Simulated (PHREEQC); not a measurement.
Make-up at 25 °C: 52 mmol/kgw HF, 0.17 mmol/kgw CsF, 11 mmol/kgw (NH4)2SiF6 and 2.5 mmol/kgw H3PO4. Closed to the air; pH follows from the charge balance.

Equilibrium calculation in PHREEQC: ion-association model, wateq4f.dat.

**Question.** The ionic strength comes out as 0.0403 mol/kgw. What activity coefficients do H+, H2PO4-, NH4+, SiF6-2, HF2- get?

**Answer.** H+ 0.86, H2PO4- 0.84, NH4+ 0.83, SiF6-2 0.49, HF2- 0.83.

No solid was allowed to form. wateq4f.dat counts part of the HF as a dimer, H2F2, which phreeqc.dat doesn't know; its constant is uncertain. H3PO4, which wateq4f.dat lacks, is added to it with the constant of phreeqc.dat. SiF6-2 is the database's only silicon fluoride.
